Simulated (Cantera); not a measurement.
# Thermodynamics of silicon carbide growth, feed (CH₃)₂SiCl₂ + C₂H₂ + H₂

Charge: 1 mol (CH₃)₂SiCl₂, 0.016 mol C₂H₂, a varied amount of H₂, equilibrated at 1902 °C and 1.00 bar.

Method: chemical equilibrium by Gibbs-energy minimisation in Cantera with the NASA 1993 tables (ideal gas, pure condensed phases). Candidate condensed phases: C, C₆H₆, C₇H₈, C₈H₁₈, Si, SiC; 109 gas species. The feed counts by its element totals alone. The tables' values for SiCl are old estimates; treat these amounts as uncertain. Gases not in the tables: Si₂H₆ and higher silanes. The numbers say what is thermodynamically allowed, not how fast it happens.

```tsv
n(H₂) (mol)	log p H₂	log p HCl	log p H	log p C₂H₂ (acetylene)	log p SiCl₂	log p CH₄	log p Cl	log p Si	n C(graphite)	n SiC(s)
32	-0.03	-1.27	-2.33	-2.68	-3.21	-3.61	-3.70	-4.54	0.896	0.974
53	-0.02	-1.46	-2.32	-2.67	-3.62	-3.59	-3.90	-4.54	0.789	0.981
86	-0.01	-1.66	-2.32	-2.66	-4.01	-3.58	-4.10	-4.54	0.629	0.984
140	-0.01	-1.86	-2.32	-2.66	-4.42	-3.58	-4.31	-4.54	0.372	0.983
230	-0.01	-2.07	-2.31	-2.68	-4.83	-3.58	-4.52	-4.53	0	0.978
380	-0.01	-2.29	-2.31	-2.90	-5.16	-3.69	-4.73	-4.42	0	0.959
620	0.00	-2.50	-2.31	-3.10	-5.48	-3.79	-4.94	-4.32	0	0.921
1000	0.00	-2.70	-2.31	-3.29	-5.79	-3.88	-5.15	-4.22	0	0.846
1700	0.00	-2.93	-2.31	-3.48	-6.16	-3.97	-5.38	-4.13	0	0.680
```
log p: log10 of the partial pressure in bar; n: condensed amount in mol.

From 32 mol H₂ to 140 mol H₂ the condensed part is C(graphite) + SiC(s). From 230 mol H₂ to 1700 mol H₂ the condensed part is SiC(s). The main Si-bearing gas is SiCl₂ at 32 mol H₂ and Si at 1700 mol H₂. The share of Si in condensed phases is highest at 86 mol H₂ (98.4 %) and lowest at 1700 mol H₂ (68.0 %).
